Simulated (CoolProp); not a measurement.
Ethylene along the isobar 5.55 MPa: density (kg/m³) from the reference equation and from simpler models built on Tc = 9.2 °C, pc = 5.042 MPa, ω = 0.087; each cubic takes its own stable root.

The numbers come from the reference Helmholtz-energy equation of state, Smukala 2000 in CoolProp.

```json
[
 {"T (°C)": "-153.05", "phase": "liquid", "reference": "___", "van der Waals": "415.1", "Redlich-Kwong": "614.5", "Soave-Redlich-Kwong": "611.1", "Peng-Robinson": "685.9"},
 {"T (°C)": "-130.35", "phase": "liquid", "reference": "608.2", "van der Waals": "399.8", "Redlich-Kwong": "588.6", "Soave-Redlich-Kwong": "587.0", "Peng-Robinson": "660.1"},
 {"T (°C)": "-107.75", "phase": "liquid", "reference": "578.4", "van der Waals": "383.1", "Redlich-Kwong": "559.2", "Soave-Redlich-Kwong": "559.6", "Peng-Robinson": "630.5"},
 {"T (°C)": "-85.15", "phase": "liquid", "reference": "546.9", "van der Waals": "364.7", "Redlich-Kwong": "525.8", "Soave-Redlich-Kwong": "527.9", "Peng-Robinson": "595.8"},
 {"T (°C)": "-62.55", "phase": "liquid", "reference": "512.6", "van der Waals": "___", "Redlich-Kwong": "487.0", "Soave-Redlich-Kwong": "490.6", "Peng-Robinson": "554.3"},
 {"T (°C)": "-39.95", "phase": "liquid", "reference": "473.4", "van der Waals": "318.9", "Redlich-Kwong": "440.9", "Soave-Redlich-Kwong": "445.4", "Peng-Robinson": "503.2"},
 {"T (°C)": "-17.35", "phase": "liquid", "reference": "424.4", "van der Waals": "287.2", "Redlich-Kwong": "382.3", "Soave-Redlich-Kwong": "___", "Peng-Robinson": "435.5"},
 {"T (°C)": "5.25", "phase": "liquid", "reference": "343.1", "van der Waals": "236.8", "Redlich-Kwong": "289.8", "Soave-Redlich-Kwong": "291.4", "Peng-Robinson": "323.7"},
 {"T (°C)": "27.85", "phase": "supercritical", "reference": "105.6", "van der Waals": "106.5", "Redlich-Kwong": "106.0", "Soave-Redlich-Kwong": "104.2", "Peng-Robinson": "109.8"},
 {"T (°C)": "50.45", "phase": "supercritical", "reference": "80.68", "van der Waals": "___", "Redlich-Kwong": "81.35", "Soave-Redlich-Kwong": "79.97", "Peng-Robinson": "___"},
 {"T (°C)": "73.05", "phase": "supercritical", "reference": "68.56", "van der Waals": "70.32", "Redlich-Kwong": "69.21", "Soave-Redlich-Kwong": "67.97", "Peng-Robinson": "70.45"},
 {"T (°C)": "95.75", "phase": "supercritical", "reference": "60.64", "van der Waals": "62.32", "Redlich-Kwong": "61.22", "Soave-Redlich-Kwong": "60.09", "Peng-Robinson": "62.03"},
 {"T (°C)": "118.35", "phase": "supercritical", "reference": "___", "van der Waals": "56.43", "Redlich-Kwong": "55.39", "Soave-Redlich-Kwong": "54.35", "Peng-Robinson": "55.93"}
]
```

Q: What belongs in the gaps?

A: 
- -153.05, reference: 637.1
- -62.55, van der Waals: 343.7
- -17.35, Soave-Redlich-Kwong: 386.7
- 50.45, van der Waals: 82.31
- 50.45, Peng-Robinson: 83.36
- 118.35, reference: 54.87
